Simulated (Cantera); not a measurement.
Feed: 1 mol Si, 0.45 mol H2O, 3.1 mol H2, at 1.10 mbar.

These are equilibrium values from Cantera (NASA tables, ideal gas, pure condensed phases), not measurements of a reactor. Candidate condensed phases: H2O, Si, SiO2; 18 gas species. Gases not in the tables: Si2H6 and higher silanes. Rates play no part. All values below are at 1723 K.

Base state: H2 0.882, SiO 0.112, H 0.00516, Si 0.000894, SiH 4.00e-5, SiH2 1.50e-5 (mole fractions); condensed: Si(l).

Question: What changes in the equilibrium state with this change: H2O from 0.45 to 0.0025 mol?

Answer: 
```json
[
 {"species": "H2", "before": "0.882", "after": "0.993"},
 {"species": "H", "before": "0.00516", "after": "0.00548"},
 {"species": "Si", "before": "0.000894", "after": "0.000894"},
 {"species": "SiO", "before": "0.112", "after": "0.000802"},
 {"species": "SiH2", "before": "1.50e-5", "after": "1.69e-5"},
 {"species": "SiH", "before": "4.00e-5", "after": "4.25e-5"},
 {"species": "Si(l), mol", "before": "0.546", "after": "0.994"}
]
```
